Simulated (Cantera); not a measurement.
What does this Cantera script print?

```python
import numpy as np
import cantera as ct

gas = ct.Solution("h2o2.yaml")
gas.TPX = 600, 67000, {'H2': 1, 'O2': 0.455, 'N2': 1.71}
inlet = ct.Reservoir(gas, clone=True)
gas.equilibrate("HP")  # start burning
reactor = ct.IdealGasConstPressureReactor(gas, energy="on", clone=False)
exhaust = ct.Reservoir(gas, clone=True)
tau = [0.076, 0.038, 0.019, 0.0095, 0.0047, 0.0024, 0.0012, 0.00059, 0.00029, 0.00015, 7.3e-05][0]
for a, b in ((inlet, reactor), (reactor, exhaust)):
    ct.MassFlowController(a, b, mdot=lambda t: reactor.mass / tau)
net = ct.ReactorNet([reactor])
show = ['H2', 'O2', 'H', 'H2O', 'O', 'HO2', 'H2O2']

rows = []
print(f"{'tau/s':>10s}{'T/K':>9s}" + "".join(f"{s:>11s}" for s in show))
for tau in [0.076, 0.038, 0.019, 0.0095, 0.0047, 0.0024, 0.0012, 0.00059, 0.00029, 0.00015, 7.3e-05]:
    net.initial_time = 0.0
    net.advance(30 * tau)
    before = gas.X
    net.advance(40 * tau)
    drift = np.max(np.abs(gas.X - before) / (gas.X + 1e-9))
    rows.append([gas.T, *gas[show].X, drift])
    print(f"{tau:10.3e}{gas.T:9.1f}" + "".join(f"{x:11.3e}" for x in gas[show].X))
```

It prints:

```
     tau/s      T/K         H2         O2          H        H2O          O        HO2       H2O2
 7.600e-02   2522.0  4.395e-02  3.966e-03  7.826e-03  3.097e-01  1.365e-03  1.262e-06  1.189e-07
 3.800e-02   2513.2  4.447e-02  4.212e-03  8.252e-03  3.086e-01  1.465e-03  1.323e-06  1.207e-07
 1.900e-02   2496.6  4.542e-02  4.673e-03  9.071e-03  3.064e-01  1.659e-03  1.433e-06  1.238e-07
 9.500e-03   2466.9  4.706e-02  5.491e-03  1.059e-02  3.026e-01  2.024e-03  1.622e-06  1.286e-07
 4.700e-03   2416.6  4.963e-02  6.856e-03  1.334e-02  2.965e-01  2.690e-03  1.933e-06  1.368e-07
 2.400e-03   2344.5  5.290e-02  8.765e-03  1.763e-02  2.882e-01  3.726e-03  2.410e-06  1.528e-07
 1.200e-03   2245.2  5.663e-02  1.131e-02  2.417e-02  2.776e-01  5.259e-03  3.211e-06  1.880e-07
 5.900e-04   2121.1  6.015e-02  1.439e-02  3.326e-02  2.656e-01  7.241e-03  4.509e-06  2.624e-07
 2.900e-04   1980.2  6.285e-02  1.783e-02  4.465e-02  2.535e-01  9.419e-03  6.429e-06  4.159e-07
 1.500e-04   1839.8  6.463e-02  2.139e-02  5.684e-02  2.424e-01  1.131e-02  8.928e-06  7.038e-07
 7.300e-05   1680.9  6.698e-02  2.616e-02  7.072e-02  2.300e-01  1.276e-02  1.291e-05  1.322e-06
```

Computed with Cantera and the H2/O2 subset of GRI-Mech 3.0, which has no nitrogen chemistry.
